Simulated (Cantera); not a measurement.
What does this Cantera script print?

```python
import numpy as np
import cantera as ct

gas = ct.Solution("gri30.yaml")
gas.TPX = 1225, 340000, {'C3H8': 1, 'O2': 6.33, 'N2': 23.8, 'H2O': 2.1}
reactor = ct.IdealGasReactor(gas, energy="on", clone=False)
net = ct.ReactorNet([reactor])
net.rtol, net.atol = 1e-08, 1e-16
show = ['C3H8', 'O2', 'H2O', 'CH2O', 'H', 'C2H']
times = np.geomspace(7e-06, 2, 13)

steps = ct.SolutionArray(gas, extra=["t"])
rows = []
print(f"{'t/s':>10s}{'T/K':>9s}{'P/Pa':>11s}" + "".join(f"{s:>11s}" for s in show))
for t in times:
    while net.time < t:
        t_next = net.step()
        steps.append(gas.state, t=t_next)
    rows.append([np.interp(t, steps.t, y) for y in (steps.T, steps.P, *steps(*show).X.T)])
    print(f"{t:10.3e}{rows[-1][0]:9.1f}{rows[-1][1]:11.4g}" + "".join(f"{x:11.3e}" for x in rows[-1][2:]))
rate = np.gradient(steps.T, steps.t)
print("integrator steps:", len(steps.t))
if steps.T.max() > steps.T[0] + 200:
    print(f"time of steepest temperature rise: {steps.t[rate.argmax()]:.4e} s")
gas.TPX = 1225, 340000, {'C3H8': 1, 'O2': 6.33, 'N2': 23.8, 'H2O': 2.1}
gas.equilibrate("UV")
print(f"equilibrium (UV): T = {gas.T:.1f} K  " + "  ".join(f"{s} {gas[s].X[0]:.3e}" for s in show))
```

Output:

```
       t/s      T/K       P/Pa       C3H8         O2        H2O       CH2O          H        C2H
 7.000e-06   1225.0    3.4e+05  3.009e-02  1.905e-01  6.320e-02  6.519e-08  9.030e-09  3.217e-22
 1.994e-05   1224.9    3.4e+05  3.008e-02  1.905e-01  6.320e-02  8.761e-07  1.513e-08  2.264e-20
 5.681e-05   1224.8    3.4e+05  3.003e-02  1.905e-01  6.321e-02  1.259e-05  4.533e-08  3.580e-18
 1.618e-04   1224.9  3.401e+05  2.978e-02  1.903e-01  6.329e-02  8.225e-05  5.900e-08  1.405e-16
 4.610e-04   1225.7  3.406e+05  2.900e-02  1.899e-01  6.357e-02  2.955e-04  7.668e-08  2.189e-15
 1.313e-03   1232.2  3.435e+05  2.571e-02  1.877e-01  6.506e-02  1.133e-03  2.224e-07  9.022e-14
 3.742e-03   2756.1  8.019e+05  2.696e-43  3.752e-02  1.614e-01  2.823e-10  1.833e-03  1.985e-20
 1.066e-02   2755.6  8.018e+05  2.699e-43  3.739e-02  1.614e-01  2.822e-10  1.830e-03  1.976e-20
 3.037e-02   2755.6  8.018e+05  2.699e-43  3.739e-02  1.614e-01  2.822e-10  1.830e-03  1.976e-20
 8.651e-02   2755.6  8.018e+05  2.699e-43  3.739e-02  1.614e-01  2.822e-10  1.830e-03  1.976e-20
 2.464e-01   2755.6  8.018e+05  2.699e-43  3.739e-02  1.614e-01  2.822e-10  1.830e-03  1.976e-20
 7.021e-01   2755.6  8.018e+05  2.699e-43  3.739e-02  1.614e-01  2.822e-10  1.830e-03  1.976e-20
 2.000e+00   2755.6  8.018e+05  2.699e-43  3.739e-02  1.614e-01  2.822e-10  1.830e-03  1.976e-20
integrator steps: 2181
time of steepest temperature rise: 2.0002e-03 s
equilibrium (UV): T = 2755.6 K  C3H8 4.472e-43  O2 3.739e-02  H2O 1.614e-01  CH2O 2.822e-10  H 1.830e-03  C2H 2.141e-20
```

Detailed kinetics in Cantera: GRI-Mech 3.0 (53 species, 325 reactions). GRI-Mech 3.0 was tuned for natural gas; its chemistry of propane as a main component is partial and can be far from experiment.
